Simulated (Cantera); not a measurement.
A closed system holds: 1 mol Ti, 4.3 mol H₂, 10 mol N₂, 14 mol H₂O, at 10.0 mbar.

These are equilibrium values from Cantera (NASA tables, ideal gas, pure condensed phases), not measurements of a reactor. Candidate condensed phases: H₂O, Ti, TiN, TiO, TiO₂, Ti₂O₃, Ti₃O₅, Ti₄O₇; 27 gas species. Rates play no part.

Problem. Which condensed phases are stable at each of these points (T (K)): 1923, 1948, 1973, 1998, 2023, 2048, 2073, 2098, 2123, 2148?

Solution. 
```tsv
T (K)	condensed phases	Ti condensed (%)
1923	TiO₂(rutile)	100.0
1948	TiO₂(rutile)	100.0
1973	TiO₂(rutile)	100.0
1998	TiO₂(rutile)	99.9
2023	TiO₂(rutile)	99.9
2048	TiO₂(rutile)	99.9
2073	TiO₂(rutile)	99.8
2098	TiO₂(rutile)	99.7
2123	TiO₂(rutile)	99.5
2148	TiO₂(l)	99.3
```

From 1923 K to 2123 K the condensed part is TiO₂(rutile). At 2148 K the condensed part is TiO₂(l).
